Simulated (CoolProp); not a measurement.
Vapour-liquid equilibrium of dimethyl ether (1) + 1-butene (2) at 67.15 °C; x and y are mole fractions of (1).

Computed with CoolProp (multi-fluid Helmholtz-energy mixture model, Wu 2011 and Lemmon 2005; pair parameters Bell 2016).

| x | bubble pressure, mixture model (bar) | bubble pressure, Raoult's law (bar) | y, mixture model | y, Raoult's law |
|---|---|---|---|---|
| 0.05 | 9.520 | 9.402 | 0.090 | 0.090 |
| 0.15 | 10.51 | 10.20 | 0.244 | 0.250 |
| 0.25 | 11.45 | 11.00 | 0.371 | 0.386 |
| 0.35 | 12.34 | 11.80 | 0.479 | 0.504 |
| 0.45 | 13.18 | 12.60 | 0.574 | 0.607 |
| 0.55 | 13.97 | 13.40 | 0.660 | 0.698 |
| 0.65 | 14.71 | 14.19 | 0.739 | 0.778 |
| 0.75 | 15.41 | 14.99 | 0.815 | 0.850 |
| 0.85 | 16.07 | 15.79 | 0.889 | 0.914 |
| 0.95 | 16.70 | 16.59 | 0.962 | 0.973 |

The largest gap from Raoult's law is +4.6 % in bubble pressure, at x = 0.45. No azeotrope shows between x = 0.05 and 0.95.

The pair parameters rest on a limited set of measurements; away from them the model extrapolates.
